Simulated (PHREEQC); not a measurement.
**Hard or scaling water (model solution)**

A solution holds 12 mmol/kgw SrCl2, 0.074 mmol/kgw Na2CO3 and 3.7 mmol/kgw NaCl, at 45 °C. Closed to the air; pH follows from the charge balance.

All values are PHREEQC results (Pitzer model, pitzer.dat), not measurements.

This is a speciation only: nothing precipitates in the calculation.

Estimate the pH, specific conductance, osmotic coefficient.

pH 9.10; specific conductance 4680 µS/cm; osmotic coefficient 0.903.

In which forms is C present?

HCO3- 86 %, CO3-2 14 % of the C.

Away from 25 °C the constants follow the database's enthalpies or fits; those with neither stay at their 25 °C values.
